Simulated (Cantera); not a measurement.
A Cantera script and its output.

```python
import numpy as np
import cantera as ct

gas = ct.Solution("gri30.yaml")
gas.TPX = 323, 17000, {'CH4': 1, 'C2H6': 0.047, 'O2': 2.52, 'N2': 6.8}
flame = ct.FreeFlame(gas, width=0.14)
flame.set_refine_criteria(ratio=3, slope=0.08, curve=0.16)
flame.transport_model = "mixture-averaged"
flame.solve(loglevel=0, auto=True)
z, T = flame.grid, flame.T
thick = (T[-1] - T[0]) / np.gradient(T, z).max()
show = ['CH4', 'C2H6', 'O2', 'NO2', 'CH3', 'CH2CO']
print(f"laminar burning velocity  {flame.velocity[0] * 100:.3f} cm/s")
print(f"burnt temperature         {T[-1]:.1f} K")
print(f"thermal thickness         {thick * 1e3:.4f} mm")
print(f"grid points               {len(z)}")
z0 = z[flame.heat_release_rate.argmax()]
print(f"{'z/mm':>9s}{'T/K':>9s}{'u/(m/s)':>9s}" + "".join(f"{s:>11s}" for s in show))
rows = []
for k in (-3, -2, -1.5, -1, -0.5, -0.25, 0, 0.25, 0.5, 1, 2, 4, 8):
    zz = z0 + k * thick
    rows.append([k * thick, np.interp(zz, z, T), np.interp(zz, z, flame.velocity),
                 *(np.interp(zz, z, flame.X[gas.species_index(s)]) for s in show)])
    print(f"{rows[-1][0] * 1e3:9.3f}{rows[-1][1]:9.1f}{rows[-1][2]:9.3f}" + "".join(f"{x:11.3e}" for x in rows[-1][3:]))
```

Result:

```
laminar burning velocity  93.055 cm/s
burnt temperature         2307.9 K
thermal thickness         1.4126 mm
grid points               169
     z/mm      T/K  u/(m/s)        CH4       C2H6         O2        NO2        CH3      CH2CO
   -4.238    323.0    0.931  9.643e-02  4.532e-03  2.430e-01  4.344e-13  8.143e-10  4.574e-13
   -2.825    323.2    0.932  9.632e-02  4.528e-03  2.428e-01  1.864e-11  2.068e-08  2.998e-11
   -2.119    324.7    0.938  9.607e-02  4.521e-03  2.423e-01  2.247e-10  1.738e-07  5.549e-10
   -1.413    354.6    1.030  9.415e-02  4.475e-03  2.397e-01  5.598e-09  3.993e-06  4.829e-08
   -0.706    790.0    2.340  7.120e-02  3.734e-03  2.071e-01  2.787e-09  4.475e-04  1.150e-05
   -0.353   1260.1    3.790  4.034e-02  1.782e-03  1.603e-01  2.830e-09  2.736e-03  6.910e-05
    0.000   1677.0    5.102  1.103e-02  1.269e-04  1.065e-01  2.079e-09  2.475e-03  1.009e-04
    0.353   1844.8    5.629  1.223e-03  8.798e-07  7.380e-02  5.426e-10  3.961e-04  2.587e-05
    0.706   1881.8    5.731  7.718e-05  1.811e-09  6.087e-02  3.302e-10  2.613e-05  2.132e-06
    1.413   1910.1    5.786  3.057e-07  3.282e-14  5.367e-02  3.733e-10  1.085e-07  8.731e-09
    2.825   1945.6    5.864  2.056e-11  5.474e-21  5.046e-02  4.814e-10  8.033e-12  7.136e-13
    5.650   1994.3    5.988  5.311e-16  1.610e-26  4.881e-02  7.738e-10  3.246e-16  3.025e-17
   11.301   2062.1    6.162  4.487e-18  8.650e-31  4.702e-02  1.620e-09  5.604e-17  1.509e-20
```

Computed with Cantera and GRI-Mech 3.0 (53 species, 325 reactions). Burning velocities carry a grid error of a few per cent, more on coarse grids.
